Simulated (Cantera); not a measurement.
An adiabatic, constant-pressure homogeneous reactor starts with CH3OH : O2 : N2 = 1 : 1.36 : 5.13 (molar parts), at 1400 K and 8250 Torr. Integrator tolerance rtol = 1e-08.

Computed with Cantera and GRI-Mech 3.0 (53 species, 325 reactions). GRI-Mech 3.0 was tuned for natural gas; its chemistry of methanol as a main component is partial and can be far from experiment.

What does this change do: pressure from 8250 Torr to 7500 Torr?


| quantity | before | after |
|---|---|---|
| time of steepest temperature rise | 81.6 µs | 87.7 µs |
| temperature at 0.400 s | 2842 K | 2837 K |
| equilibrium temperature | 2842 K | 2837 K |
| x(CH3OH) at 0.400 s | <1e-12 (gas-phase equilibrium <1e-12) | <1e-12 (gas-phase equilibrium <1e-12) |
| x(O2) at 0.400 s | 0.00826 (gas-phase equilibrium 0.00826) | 0.00846 (gas-phase equilibrium 0.00846) |
| x(NO2) at 0.400 s | 2.93e-6 (gas-phase equilibrium 2.93e-6) | 2.85e-6 (gas-phase equilibrium 2.85e-6) |
| x(H2) at 0.400 s | 0.0183 (gas-phase equilibrium 0.0183) | 0.0185 (gas-phase equilibrium 0.0185) |
| x(HCN) at 0.400 s | 9.29e-9 (gas-phase equilibrium 9.29e-9) | 8.67e-9 (gas-phase equilibrium 8.67e-9) |
| x(CH2CO) at 0.400 s | <1e-12 (gas-phase equilibrium <1e-12) | <1e-12 (gas-phase equilibrium <1e-12) |
| x(C2H4) at 0.400 s | <1e-12 (gas-phase equilibrium <1e-12) | <1e-12 (gas-phase equilibrium <1e-12) |

What does this change do: constant volume in place of constant pressure?


| quantity | before | after |
|---|---|---|
| time of steepest temperature rise | 81.6 µs | 76.5 µs |
| temperature at 0.400 s | 2842 K | 3074 K |
| equilibrium temperature | 2842 K | 3074 K |
| x(CH3OH) at 0.400 s | <1e-12 (gas-phase equilibrium <1e-12) | <1e-12 (gas-phase equilibrium <1e-12) |
| x(O2) at 0.400 s | 0.00826 (gas-phase equilibrium 0.00826) | 0.0108 (gas-phase equilibrium 0.0108) |
| x(NO2) at 0.400 s | 2.93e-6 (gas-phase equilibrium 2.93e-6) | 6.74e-6 (gas-phase equilibrium 6.74e-6) |
| x(H2) at 0.400 s | 0.0183 (gas-phase equilibrium 0.0183) | 0.0217 (gas-phase equilibrium 0.0217) |
| x(HCN) at 0.400 s | 9.29e-9 (gas-phase equilibrium 9.29e-9) | 3.61e-8 (gas-phase equilibrium 3.61e-8) |
| x(CH2CO) at 0.400 s | <1e-12 (gas-phase equilibrium <1e-12) | <1e-12 (gas-phase equilibrium <1e-12) |
| x(C2H4) at 0.400 s | <1e-12 (gas-phase equilibrium <1e-12) | <1e-12 (gas-phase equilibrium <1e-12) |
Above 3000 K some thermodynamic fits are extrapolated.
